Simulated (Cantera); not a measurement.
Charge: 1 mol Si(CH3)4, 1.1 mol C2H2, 740 mol H2, held at 1723 K.

These are equilibrium values from Cantera (NASA tables, ideal gas, pure condensed phases), not measurements of a reactor. Candidate condensed phases: C, C6H6, C7H8, C8H18, Si, SiC; 87 gas species. Kinetics and transport are ignored.

x: gas mole fraction; n: condensed amount in mol.

```csv
P (Pa),x H2,x H,x CH4,x C2H2 (acetylene),n C(graphite),n SiC(s)
100,0.994,[?],9.94e-7,9.00e-5,5.08,0.987
400,0.997,[?],4.00e-6,9.02e-5,5.07,0.996
1600,0.998,[?],1.60e-5,9.04e-5,5.05,0.999
6300,0.999,[?],6.33e-5,9.04e-5,5.02,1.000
25000,0.999,[?],0.000251,9.04e-5,4.87,1.000
100000,0.999,[?],0.00100,9.04e-5,4.31,1.000
```

Q: Some entries are withheld; supply them.

A: 
- 100, x H: 0.00575
- 400, x H: 0.00288
- 1600, x H: 0.00144
- 6300, x H: 0.000726
- 25000, x H: 0.000365
- 100000, x H: 0.000182
